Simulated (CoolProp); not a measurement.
A simple Rankine cycle with carbonyl sulfide: condensing at 316.15 K, boiler at 5.02 MPa, turbine inlet 369.9 K, turbine efficiency 0.6, pump efficiency 0.8, no recuperator. Each further row changes one setting.

The numbers come from the reference Helmholtz-energy equation of state, Lemmon 2006 in CoolProp. It is a short technical equation, of lower accuracy than the large ones.

```tsv
case	thermal efficiency (%)	net work (kJ/kg)	heat in (kJ/kg)	turbine exit temperature (K)	volume ratio over the turbine
as stated	5.9	12.7	217	316.2	2.71
turbine inlet 389.9 K	6.4	15.9	249	325.7	2.50
condensing temperature 308.15 K	6.9	15.6	228	308.2	3.26
boiler pressure 3.51 MPa	4.4	11.0	251	332.8	1.75
turbine efficiency 0.5	4.6	9.91	217	316.2	2.75
```

The expansion ends wet for: as stated; condensing temperature 308.15 K; turbine efficiency 0.5.
